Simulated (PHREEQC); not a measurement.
A solution holds 0.004 mol/kgw H2SO4, 0.029 mol/kgw LiCl and 0.2 mol/kgw MnSO4, at 25 °C. Closed to the air; pH follows from the charge balance.

The numbers come from PHREEQC with the ion-association model, phreeqc.dat.

```yaml
pH: 2.72
ionic_strength: 0.443 mol/kgw
activity_of_water: 0.994
specific_conductance: 17100 µS/cm
density: 1.026 g/cm³
total_alkalinity: -8.00 meq/kg
```

```json
[
 {"species": "Mn+2", "molality": "0.103", "activity": "0.0267", "log γ": "-0.587"},
 {"species": "SO4-2", "molality": "0.102", "activity": "0.0219", "log γ": "-0.666"},
 {"species": "MnSO4", "molality": "0.0940", "activity": "0.104", "log γ": "0.044"},
 {"species": "Li+", "molality": "0.0264", "activity": "0.0188", "log γ": "-0.147"},
 {"species": "Cl-", "molality": "0.0262", "activity": "0.0173", "log γ": "-0.182"},
 {"species": "HSO4-", "molality": "0.00553", "activity": "0.00404", "log γ": "-0.136"},
 {"species": "MnCl+", "molality": "0.00273", "activity": "0.00188", "log γ": "-0.162"},
 {"species": "LiSO4-", "molality": "0.00262", "activity": "0.00180", "log γ": "-0.162"},
 {"species": "H+", "molality": "0.00247", "activity": "0.00190", "log γ": "-0.114"},
 {"species": "MnCl2", "molality": "1.28e-5", "activity": "1.42e-5", "log γ": "0.044"},
 {"species": "MnCl3-", "molality": "9.79e-8", "activity": "6.74e-8", "log γ": "-0.162"}
]
```

Precipitation was switched off in this run.
